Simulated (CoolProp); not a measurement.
Saturation properties of fluorine.

Values from CoolProp's reference Helmholtz-energy equation of state, de Reuck 1990.

| T (K) | p (MPa) | liquid density (kg/m³) | vapour Z | surface tension (mN/m) |
|---|---|---|---|---|
| 74.5 | 0.02508 | 1573 | 0.9870 | 16.4 |
| 78.8 | 0.04659 | 1545 | 0.9798 | 15.2 |
| 83.1 | 0.08070 | 1515 | 0.9703 | 14.0 |
| 87.5 | 0.1332 | 1484 | 0.9581 | 12.8 |
| 91.8 | 0.2068 | 1453 | 0.9437 | 11.6 |
| 96.1 | 0.3077 | 1421 | 0.9267 | 10.5 |
| 100.5 | 0.4451 | 1386 | 0.9065 | 9.33 |
| 104.8 | 0.6187 | 1351 | 0.8839 | 8.23 |
| 109.1 | 0.8371 | 1313 | 0.8581 | 7.16 |
| 113.5 | 1.114 | 1273 | 0.8282 | 6.09 |
| 117.8 | 1.442 | 1230 | 0.7950 | 5.07 |
| 122.1 | 1.834 | 1184 | 0.7572 | 4.09 |
| 126.5 | 2.310 | 1132 | 0.7127 | 3.13 |

It boils at 85.0 K under 1 atm.

Surface tension comes from a separate correlation (Mulero 2012).
